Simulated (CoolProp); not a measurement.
Aqueous ammonia as a coolant, at 30 °C, 1 atm.

Values from CoolProp's Melinder's fits for secondary coolants.

```csv
mass %,freezing point (°C),Prandtl number,density (kg/m³),conductivity (W/(m K)),viscosity (mPa s)
3.5,-4.1,6.04,980.1,0.589,0.849
6.1,-7.6,6.29,969.3,0.572,0.860
8.7,-11.5,6.53,958.9,0.557,0.867
11.4,-16.0,6.84,948.6,0.541,0.884
14,-21.1,7.24,938.9,0.527,0.909
16.6,-27.0,7.69,929.5,0.513,0.939
19.2,-34.0,8.11,920.4,0.500,0.965
21.8,-42.5,8.43,911.5,0.489,0.979
24.4,-52.8,8.62,902.9,0.479,0.980
27,-65.5,8.75,894.5,0.472,0.978
```
